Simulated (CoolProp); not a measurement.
Carbonyl sulfide along the isobar 37.1 bar: Z from the reference equation and from simpler models built on Tc = 378.8 K, pc = 63.69 bar, ω = 0.098; each cubic takes its own stable root.

Computed with CoolProp (reference Helmholtz-energy equation of state, Lemmon 2006). It is a short technical equation, of lower accuracy than the large ones.

| T (K) | phase | reference | van der Waals | Redlich-Kwong | Soave-Redlich-Kwong | Peng-Robinson |
|---|---|---|---|---|---|---|
| 140.1 | liquid | 0.1424 | 0.2240 | 0.1507 | 0.1516 | 0.1353 |
| 154.3 | liquid | 0.1320 | 0.2068 | 0.1392 | 0.1399 | 0.1247 |
| 168.5 | liquid | 0.1234 | 0.1927 | 0.1299 | 0.1304 | 0.1161 |
| 182.7 | liquid | 0.1164 | 0.1811 | 0.1223 | 0.1226 | 0.1090 |
| 196.9 | liquid | 0.1104 | 0.1713 | 0.1161 | 0.1161 | 0.1032 |
| 211.1 | liquid | 0.1054 | 0.1632 | 0.1110 | 0.1108 | 0.09835 |
| 225.3 | liquid | 0.1013 | 0.1565 | 0.1068 | 0.1065 | 0.09438 |
| 239.5 | liquid | 0.09779 | 0.1509 | 0.1035 | 0.1030 | 0.09119 |
| 253.7 | liquid | 0.09494 | 0.1463 | 0.1009 | 0.1002 | 0.08869 |
| 267.9 | liquid | 0.09269 | 0.1428 | 0.09911 | 0.09826 | 0.08688 |
| 282.1 | liquid | 0.09102 | 0.1403 | 0.09809 | 0.09706 | 0.08577 |
| 296.3 | liquid | 0.08998 | 0.1390 | 0.09795 | 0.09674 | 0.08544 |
| 310.5 | liquid | 0.08965 | 0.1390 | 0.09889 | 0.09748 | 0.08609 |
| 324.7 | liquid | 0.09028 | 0.1412 | 0.1014 | 0.09972 | 0.08810 |
